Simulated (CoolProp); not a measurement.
Vapour-liquid equilibrium of CH2F2 (R32) (1) + propane (2) at 308.2 K; x and y are mole fractions of (1).

Computed with CoolProp (multi-fluid Helmholtz-energy mixture model, Tillner-Roth 1997 and Lemmon 2009; pair parameters Bell 2016).

```json
[
 {"x": "0.05", "bubble pressure, mixture model (kPa)": "[?]", "bubble pressure, Raoult's law (kPa)": "1268", "y, mixture model": "0.188", "y, Raoult's law": "0.086"},
 {"x": "0.2", "bubble pressure, mixture model (kPa)": "2106", "bubble pressure, Raoult's law (kPa)": "1414", "y, mixture model": "0.426", "y, Raoult's law": "0.310"},
 {"x": "0.35", "bubble pressure, mixture model (kPa)": "2406", "bubble pressure, Raoult's law (kPa)": "1560", "y, mixture model": "[?]", "y, Raoult's law": "0.492"},
 {"x": "0.5", "bubble pressure, mixture model (kPa)": "[?]", "bubble pressure, Raoult's law (kPa)": "1706", "y, mixture model": "0.597", "y, Raoult's law": "0.643"},
 {"x": "0.65", "bubble pressure, mixture model (kPa)": "[?]", "bubble pressure, Raoult's law (kPa)": "1852", "y, mixture model": "[?]", "y, Raoult's law": "0.770"},
 {"x": "0.8", "bubble pressure, mixture model (kPa)": "[?]", "bubble pressure, Raoult's law (kPa)": "1998", "y, mixture model": "0.754", "y, Raoult's law": "0.878"},
 {"x": "0.95", "bubble pressure, mixture model (kPa)": "2358", "bubble pressure, Raoult's law (kPa)": "2144", "y, mixture model": "[?]", "y, Raoult's law": "0.972"}
]
```

**Question.** Complete the blanks.

**Answer.** 
- 0.05, bubble pressure, mixture model (kPa): 1520
- 0.35, y, mixture model: 0.527
- 0.5, bubble pressure, mixture model (kPa): 2566
- 0.65, bubble pressure, mixture model (kPa): 2634
- 0.65, y, mixture model: 0.666
- 0.8, bubble pressure, mixture model (kPa): 2597
- 0.95, y, mixture model: 0.909

The largest gap from Raoult's law is +54.2 % in bubble pressure, at x = 0.35. y crosses x between x = 0.65 and 0.8: the model has an azeotrope there.

Pair parameters are fitted to limited data, so mixtures are less certain than the pure fluids. With so large a gap from Raoult's law the liquid may split in two, which this calculation doesn't test in full.
